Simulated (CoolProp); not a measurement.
Vapour-liquid equilibrium of carbon dioxide (1) + n-butane (2) at 222.2 K; x and y are mole fractions of (1).

Values from CoolProp's multi-fluid Helmholtz-energy mixture model, Span 1996 and Bücker 2006; pair parameters Kunz 2012.

| x | bubble pressure (bar) | y at the bubble point | dew pressure at overall composition x (bar) | liquid density (mol/L) |
|---|---|---|---|---|
| 0.05 | 0.9881 | 0.911 | 0.09409 | 11.29 |
| 0.15 | 2.597 | 0.967 | 0.1052 | 11.59 |
| 0.25 | 3.780 | 0.978 | 0.1192 | 12.10 |
| 0.35 | 4.528 | 0.982 | 0.1376 | 12.83 |
| 0.45 | 4.956 | 0.984 | 0.1626 | 13.80 |
| 0.55 | 5.200 | 0.986 | 0.1987 | 15.06 |
| 0.65 | 5.378 | 0.987 | 0.2553 | 16.66 |
| 0.75 | 5.573 | 0.988 | 0.3569 | 18.68 |
| 0.85 | 5.850 | 0.991 | 0.5929 | 21.24 |
| 0.95 | 6.271 | 0.996 | 1.747 | 24.44 |

No azeotrope shows between x = 0.05 and 0.95.

Pair parameters are fitted to limited data, so mixtures are less certain than the pure fluids. With so large a gap from Raoult's law the liquid may split in two, which this calculation doesn't test in full.
